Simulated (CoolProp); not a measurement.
c-C4F8 (RC318) along the isobar 1.87 MPa: Z from the reference equation and from simpler models built on Tc = 388.4 K, pc = 2.778 MPa, ω = 0.355; each cubic takes its own stable root.

The numbers come from the reference Helmholtz-energy equation of state, Platzer 1990 in CoolProp. This equation is an older, rougher fit; its heat capacities, sound speeds and derivatives of the liquid may be far off and weren't checked against measurements.

```tsv
T (K)	phase	reference
249.2	liquid	0.1072
254.3	liquid	0.1061
259.4	liquid	0.1051
264.5	liquid	0.1042
269.6	liquid	0.1034
274.7	liquid	0.1026
279.8	liquid	0.1019
285	liquid	0.1012
290.1	liquid	0.1007
295.2	liquid	0.1002
300.3	liquid	0.09983
305.4	liquid	0.09953
310.5	liquid	0.09931
315.6	liquid	0.09919
320.7	liquid	0.09918
```

Problem. How far does each simpler model (van der Waals, Soave-Redlich-Kwong, Peng-Robinson) lie from the reference over these 15 states: mean and median of the absolute difference, and the worst?

Solution. 
- van der Waals: mean 60.4 %, median 60.3 %, worst +60.9 % at 249.2 K and 1.87 MPa
- Soave-Redlich-Kwong: mean 6.2 %, median 5.9 %, worst +7.8 % at 320.7 K and 1.87 MPa
- Peng-Robinson: mean 6.1 %, median 6.3 %, worst -6.5 % at 269.6 K and 1.87 MPa
